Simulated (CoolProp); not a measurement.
Vapour-liquid equilibrium of dimethyl carbonate (1) + n-octane (2) at 511.5 K; x and y are mole fractions of (1).

Values from CoolProp's multi-fluid Helmholtz-energy mixture model, Zhou 2011 and Beckmüller 2019; pair parameters Bell 2016.

### Question
Give the bubble pressure and the first vapour's composition at x = 0.05, 0.2, 0.8. Is there an azeotrope?

### Answer
x = 0.05: 1217 kPa, y = 0.124; x = 0.2: 1607 kPa, y = 0.369; x = 0.8: 2488 kPa, y = 0.828. y crosses x between x = 0.8 and 0.95: the model has an azeotrope there.

Pair parameters are fitted to limited data, so mixtures are less certain than the pure fluids.
